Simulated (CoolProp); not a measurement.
Vapour-liquid equilibrium of R22 (1) + benzene (2) at 11.05 °C; x and y are mole fractions of (1).

Model: multi-fluid Helmholtz-energy mixture model, Kamei 1995 and Thol 2012; pair parameters Bell 2016, in CoolProp.

Give the bubble pressure and the first vapour's composition at x = 0.2, 0.5, 0.95. Is there an azeotrope?

x = 0.2: 0.1574 MPa, y = 0.964; x = 0.5: 0.3407 MPa, y = 0.987; x = 0.95: 0.6626 MPa, y = 0.999. No azeotrope shows between x = 0.05 and 0.95.

The pair parameters rest on a limited set of measurements; away from them the model extrapolates. The gap from Raoult's law changes sign with composition, which may be real or a fault of the pair parameters; it wasn't checked against measurements.
